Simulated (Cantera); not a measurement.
Cantera run, input and output.

```python
import numpy as np
import cantera as ct

gas = ct.Solution("h2o2.yaml")
gas.TPX = 675, 1000000, {'H2': 1, 'O2': 0.208, 'N2': 0.783}
flame = ct.FreeFlame(gas, width=0.008)
flame.set_refine_criteria(ratio=3, slope=0.08, curve=0.16)
flame.transport_model = "mixture-averaged"
flame.solve(loglevel=0, auto=True)
z, T = flame.grid, flame.T
thick = (T[-1] - T[0]) / np.gradient(T, z).max()
show = ['H2', 'O2', 'H2O', 'H', 'HO2', 'H2O2']
print(f"laminar burning velocity  {flame.velocity[0] * 100:.3f} cm/s")
print(f"burnt temperature         {T[-1]:.1f} K")
print(f"thermal thickness         {thick * 1e3:.4f} mm")
print(f"grid points               {len(z)}")
z0 = z[flame.heat_release_rate.argmax()]
print(f"{'z/mm':>9s}{'T/K':>9s}{'u/(m/s)':>9s}" + "".join(f"{s:>11s}" for s in show))
rows = []
for k in (-3, -2, -1.5, -1, -0.5, -0.25, 0, 0.25, 0.5, 1, 2, 4, 8):
    zz = z0 + k * thick
    rows.append([k * thick, np.interp(zz, z, T), np.interp(zz, z, flame.velocity),
                 *(np.interp(zz, z, flame.X[gas.species_index(s)]) for s in show)])
    print(f"{rows[-1][0] * 1e3:9.3f}{rows[-1][1]:9.1f}{rows[-1][2]:9.3f}" + "".join(f"{x:11.3e}" for x in rows[-1][3:]))
```

Result:

```
laminar burning velocity  988.460 cm/s
burnt temperature         2245.0 K
thermal thickness         0.0265 mm
grid points               116
     z/mm      T/K  u/(m/s)         H2         O2        H2O          H        HO2       H2O2
   -0.079    675.0    9.885  5.023e-01  1.045e-01  9.154e-10  5.519e-15  1.427e-10  1.659e-12
   -0.053    675.0    9.885  5.022e-01  1.045e-01  8.103e-08  3.852e-12  1.884e-08  2.221e-10
   -0.040    675.2    9.885  5.022e-01  1.045e-01  6.653e-07  1.062e-10  1.834e-07  2.184e-09
   -0.026    677.1    9.901  5.015e-01  1.046e-01  1.928e-05  5.706e-08  7.598e-06  9.608e-08
   -0.013    758.2   10.877  4.884e-01  1.048e-01  3.882e-03  2.393e-04  8.551e-04  2.455e-05
   -0.007   1045.2   14.542  4.522e-01  9.506e-02  3.282e-02  4.456e-03  8.689e-04  6.455e-05
    0.000   1424.6   19.368  3.929e-01  6.618e-02  9.654e-02  1.890e-02  4.411e-04  2.236e-05
    0.007   1693.9   22.850  3.402e-01  3.194e-02  1.632e-01  3.456e-02  1.976e-04  4.308e-06
    0.013   1837.8   24.708  3.137e-01  1.230e-02  2.012e-01  4.119e-02  7.372e-05  2.187e-06
    0.026   1958.2   26.194  3.034e-01  1.936e-03  2.223e-01  3.878e-02  1.102e-05  7.790e-07
    0.053   2051.4   27.274  3.076e-01  1.537e-04  2.277e-01  2.892e-02  9.732e-07  2.792e-07
    0.106   2126.5   28.117  3.140e-01  2.682e-05  2.299e-01  1.882e-02  2.430e-07  1.271e-07
    0.212   2179.8   28.702  3.187e-01  9.695e-06  2.315e-01  1.125e-02  8.958e-08  5.537e-08
```

Detailed kinetics in Cantera: the H2/O2 subset of GRI-Mech 3.0, which has no nitrogen chemistry. The hydrogen kinetics of GRI-Mech 3.0 are dated; newer H2 mechanisms differ, most at raised pressure. Burning velocities carry a grid error of a few per cent, more on coarse grids.
